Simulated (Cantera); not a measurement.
Input: 1 mol Si, 0.51 mol F2, 4.5 mol N2, 16 mol HCl, equilibrated at 1075 °C and 0.00133 bar.

Cantera equilibrium calculation (NASA polynomials, part measured and part estimated; ideal gas, pure solids and liquids). Candidate condensed phases: NH4Cl, Si, Si3N4; 49 gas species. The tables' values for SiCl3, SiF3, SiF2 are old estimates; treat these amounts as uncertain. Kinetics and transport are ignored.

What is the equilibrium state?


| Property | Value |
|---|---|
| x(HCl) | 0.663 |
| x(N2) | 0.222 |
| x(H2) | 0.0614 |
| x(SiCl4) | 0.0226 |
| x(SiF4) | 0.0111 |
| x(SiCl2) | 0.00854 |
| x(SiCl3) | 0.00620 |
| x(HF) | 0.00342 |
| x(SiF3) | 0.000746 |
| gas amount | 20.26 mol |
| log10 activity of Si(s) (absent) | -3.37 |
